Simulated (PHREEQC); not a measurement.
Acid rinse or clean with leach liquor: speciation

Solution A (0.24 mol/kgw HNO3 and 0.0031 mol/kgw KCl) is mixed with solution B (23 mmol/kgw H2SO4 and 0.2 mmol/kgw Al2(SO4)3) at 25 °C; shares are by mass of water, 1 kg in all. Oxygen alone is held at its pressure in air (log pO2 = -0.68). The system is closed to CO2. Solids allowed: Al(OH)3(a), Basaluminite, AlumK. Others were left out.

Computed with PHREEQC (ion-association model, wateq4f.dat).

```tsv
share of solution B	pH	AlSO4+ (mol/kgw)	HSO4- (mol/kgw)
0	0.72	0	0
0.05	0.74	4.40e-7	0.00103
0.1	0.76	1.82e-6	0.00205
0.15	0.78	4.26e-6	0.00305
0.2	0.80	7.85e-6	0.00405
0.25	0.83	1.27e-5	0.00503
0.3	0.85	1.90e-5	0.00600
0.35	0.88	2.68e-5	0.00694
0.4	0.90	3.63e-5	0.00787
0.45	0.93	4.76e-5	0.00878
0.5	0.97	6.09e-5	0.00966
0.55	1.00	7.63e-5	0.0105
0.6	1.04	9.38e-5	0.0113
0.65	1.08	0.000114	0.0121
0.7	1.12	0.000136	0.0128
0.75	1.17	0.000160	0.0134
0.8	1.23	0.000185	0.0139
0.85	1.29	0.000212	0.0143
0.9	1.37	0.000240	0.0146
0.95	1.45	0.000267	0.0145
1	1.56	0.000291	0.0141
```

Complexes and solids missing from the database can't appear.
